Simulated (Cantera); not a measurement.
Charge: 1 mol SiH2Cl2, 160 mol H2, equilibrated at 1225 K and 10.0 Torr.

These are equilibrium values from Cantera (NASA tables, ideal gas, pure condensed phases), not measurements of a reactor. Candidate condensed phases: Si; 19 gas species. The numbers say what is thermodynamically allowed, not how fast it happens.

Base state: H2 0.988, HCl 0.0116, SiCl2 0.000333 (mole fractions); condensed: Si(s).

### Question
What changes in the equilibrium state with this change: H2 from 160 to 35 mol?

### Answer
| species | before | after |
|---|---|---|
| H2 | 0.988 | 0.953 |
| HCl | 0.0116 | 0.0414 |
| SiCl2 | 0.000333 | 0.00438 |
| SiCl4 | 2.35e-6 | 0.000407 |
| SiCl3 | 9.96e-6 | 0.000475 |
| SiHCl3 | 6.25e-6 | 0.000292 |
| SiH2Cl2 | 2.21e-6 | 2.81e-5 |
| Si(s), mol | 0.943 | 0.794 |
The tables' values for SiCl3 are old estimates; treat these amounts as uncertain.
